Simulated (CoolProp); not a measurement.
A Linde-Hampson liquefier for ethylene: isothermal reversible compression at 300 K from 1 atm to 5 MPa, throttling to 1 atm, return gas leaving the recuperator 2 K below the feed. Each further row changes one setting.

Computed with CoolProp (reference Helmholtz-energy equation of state, Smukala 2000).

```tsv
case	liquid yield per pass	compression work (kJ/kg of gas)
as stated	…	320
high pressure 10 MPa	0.431	…
warm-end temperature 330 K	0.103	361
warm-end gap 7 K	…	320
```

Task: Some entries are withheld; supply them.

Result: 
- as stated, liquid yield per pass: 0.158
- high pressure 10 MPa, compression work (kJ/kg of gas): 346
- warm-end gap 7 K, liquid yield per pass: 0.148
